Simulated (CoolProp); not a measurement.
The fluid at 549.47 K and 9.82 MPa is throttled through a valve to 4.95 MPa with no heat exchange. The same conditions are run with several fluids, on thermodynamics alone (safety and materials aside).

The numbers come from the reference Helmholtz-energy equation of state of each fluid (hydrogen sulfide: Lemmon 2006; n-pentane: Thol 2019; tetrahydrofuran: Fiedler 2023; ethanol: Schroeder 2014; n-heptane: Span 2003) in CoolProp.

```
fluid             temperature change (K)                       final phase  final density (kg/m³)
----------------  ----------------------  --------------------------------  ---------------------
hydrogen sulfide                   -21.8                        (withheld)             (withheld)
n-pentane                          -24.6                     supercritical                    145
tetrahydrofuran               (withheld)  two-phase, vapour fraction 0.066             (withheld)
ethanol                       (withheld)                        (withheld)             (withheld)
n-heptane                     (withheld)                     supercritical                    399
```

Complete the blanks.


- hydrogen sulfide, final phase: gas
- hydrogen sulfide, final density (kg/m³): 40.8
- tetrahydrofuran, temperature change (K): -14.3
- tetrahydrofuran, final density (kg/m³): 407
- ethanol, temperature change (K): -48.5
- ethanol, final phase: two-phase, vapour fraction 0.953
- ethanol, final density (kg/m³): 103
- n-heptane, temperature change (K): -3.8
